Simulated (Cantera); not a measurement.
An isothermal, constant-pressure homogeneous reactor starts with CH₂O : O₂ : N₂ = 0.017 : 0.0069 : 1 (molar parts), equivalence ratio 2.5, at 1300 K and 3450 Torr.

Model: GRI-Mech 3.0 (53 species, 325 reactions), integrated in Cantera.

One state of this run: x CH₂O = 5.82e-10; x O₂ = 4.53e-9; x NO = 5.70e-7; x HCN = 4.57e-10; x HCO = 8.93e-9. x: mole fraction; the columns are a selection and need not sum to one.

**Question.** Which value of t (s) does it belong to?
(A) 0.527
(B) 0.00512
(C) 0.0928
(D) 3.00

**Answer.** B, 0.00512
